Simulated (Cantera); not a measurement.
Charge: 1 mol Si, 0.89 mol Cl2, 13 mol H2, equilibrated at 0.100 bar.

These are equilibrium values from Cantera (NASA tables, ideal gas, pure condensed phases), not measurements of a reactor. Candidate condensed phases: Si; 19 gas species. The numbers say what is thermodynamically allowed, not how fast it happens.

Over these rows the condensed part is Si(s). Partial pressures as log10 of bar:

```
T (K)  1000/T (1/K)  log p SiCl2  log p H2  log p SiCl4  log p SiHCl3
-----  ------------  -----------  --------  -----------  ------------
800          1.2500        -6.49     -1.02        -2.63         -2.93
850          1.1765        -5.88     -1.02        -2.63         -2.94
900          1.1111            ?     -1.02        -2.64         -2.96
950          1.0526        -4.86     -1.02        -2.65         -2.98
1000         1.0000        -4.44     -1.02        -2.67         -3.00
1050         0.9524        -4.07     -1.02        -2.71         -3.04
```

Task: Fit log p(SiCl2) = a + b·(1000/T) to the five rows, give the apparent enthalpy, and predict the row at 900 K.

Result: Means: 1000/T = 1.0863, log p = -5.148. Sxy = -0.500862, Sxx = 0.0614463, so b = -8.15 and a = -5.148 − (-8.15)×1.0863 = 3.71.
Apparent enthalpy: −19.145 × (-8.15) = 156 kJ/mol. With the condensed phases at unit activity, 1/2 Si(s) + 1/2 SiCl4(g) = SiCl2(g) links this pressure to the main gases: over the six rows their terms move log p by -0.04 in all, so the slope is close to that reaction's ΔH°. The five rows lie within 0.02 of the line.
Prediction at 900 K: 3.71 + (-8.15)×1.1111 = -5.35. The computed value is -5.34, 0.01 from the line.
